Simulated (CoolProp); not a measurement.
Aqueous potassium carbonate as a coolant, at 0 °C, 1 atm.

The numbers come from the Melinder's fits for secondary coolants in CoolProp.

```tsv
mass %	freezing point (°C)	viscosity (mPa s)	conductivity (W/(m K))	Prandtl number	density (kg/m³)
6.5	-2.2	2.00	0.559	13.6	1063
10.6	-3.9	2.17	0.555	14.2	___
14.8	___	2.40	0.551	15.1	1144
18.9	-8.1	2.69	0.547	___	1186
23	-11.0	3.10	0.543	18.1	1230
27.2	-15.1	3.70	0.539	___	1276
31.3	-20.5	4.55	0.535	24.6	1323
```

Problem. Fill in the missing entries.

Solution. 
- 10.6, density (kg/m³): 1102
- 14.8, freezing point (°C): -5.8
- 18.9, Prandtl number: 16.4
- 27.2, Prandtl number: 20.7
